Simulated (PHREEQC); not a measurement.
Make-up at 25 °C: 28 mmol/kgw Cu(BF4)2, 0.58 mmol/kgw HNO3 and 1.2 mmol/kgw H3BO3. Closed to the air; pH follows from the charge balance.

Computed with PHREEQC (ion-association model, wateq4f.dat).

No solid was allowed to form.

Question: Predict the pH, ionic strength.

Answer: pH 2.68; ionic strength 0.0856 mol/kgw.

Question: In which forms is Cu present?

Answer: Cu+2 98 %, CuF+ 1.7 % of the Cu.

Real BF4- forms and hydrolyses slowly; the run takes it at equilibrium.
